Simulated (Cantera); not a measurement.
An isothermal, constant-pressure homogeneous reactor starts with NO : N2 = 1 : 3.9 (molar parts), at 1873 K and 0.420 bar. Integrator tolerance rtol = 1e-08.

Cantera simulation using GRI-Mech 3.0 (53 species, 325 reactions); the numbers are that mechanism's predictions, not measurements.

Problem. What does this change do: NO 1 to 1.9 parts?

Solution. 
```
quantity                                             before                                      after
----------------  -----------------------------------------  -----------------------------------------
x(NO) at 20.0 s      0.0383 (gas-phase equilibrium 0.00390)     0.0383 (gas-phase equilibrium 0.00477)
x(O2) at 20.0 s        0.0828 (gas-phase equilibrium 0.100)        0.145 (gas-phase equilibrium 0.161)
x(O) at 20.0 s    0.000106 (gas-phase equilibrium 0.000116)  0.000140 (gas-phase equilibrium 0.000147)
x(N2) at 20.0 s         0.879 (gas-phase equilibrium 0.896)        0.817 (gas-phase equilibrium 0.834)
x(N2O) at 20.0 s    7.21e-7 (gas-phase equilibrium 1.53e-7)    7.36e-7 (gas-phase equilibrium 1.81e-7)
x(NO2) at 20.0 s    3.37e-5 (gas-phase equilibrium 3.77e-6)    4.46e-5 (gas-phase equilibrium 5.87e-6)
```

Problem. What does this change do: temperature 1873 to 2100 K?

Solution. 
| quantity | before | after |
|---|---|---|
| x(NO) at 20.0 s | 0.0383 (gas-phase equilibrium 0.00390) | 0.00727 (gas-phase equilibrium 0.00727) |
| x(O2) at 20.0 s | 0.0828 (gas-phase equilibrium 0.100) | 0.0980 (gas-phase equilibrium 0.0980) |
| x(O) at 20.0 s | 0.000106 (gas-phase equilibrium 0.000116) | 0.000676 (gas-phase equilibrium 0.000676) |
| x(N2) at 20.0 s | 0.879 (gas-phase equilibrium 0.896) | 0.894 (gas-phase equilibrium 0.894) |
| x(N2O) at 20.0 s | 7.21e-7 (gas-phase equilibrium 1.53e-7) | 2.80e-7 (gas-phase equilibrium 2.80e-7) |
| x(NO2) at 20.0 s | 3.37e-5 (gas-phase equilibrium 3.77e-6) | 4.73e-6 (gas-phase equilibrium 4.73e-6) |

Problem. What does this change do: pressure from 0.420 bar to 35.3 Torr?

Solution. 
| quantity | before | after |
|---|---|---|
| x(NO) at 20.0 s | 0.0383 (gas-phase equilibrium 0.00390) | 0.144 (gas-phase equilibrium 0.00390) |
| x(O2) at 20.0 s | 0.0828 (gas-phase equilibrium 0.100) | 0.0298 (gas-phase equilibrium 0.0999) |
| x(O) at 20.0 s | 0.000106 (gas-phase equilibrium 0.000116) | 0.000200 (gas-phase equilibrium 0.000347) |
| x(N2) at 20.0 s | 0.879 (gas-phase equilibrium 0.896) | 0.826 (gas-phase equilibrium 0.896) |
| x(N2O) at 20.0 s | 7.21e-7 (gas-phase equilibrium 1.53e-7) | 7.70e-6 (gas-phase equilibrium 5.13e-8) |
| x(NO2) at 20.0 s | 3.37e-5 (gas-phase equilibrium 3.77e-6) | 2.55e-5 (gas-phase equilibrium 1.26e-6) |
Radical loss at walls, strong at low pressure, is not modelled.
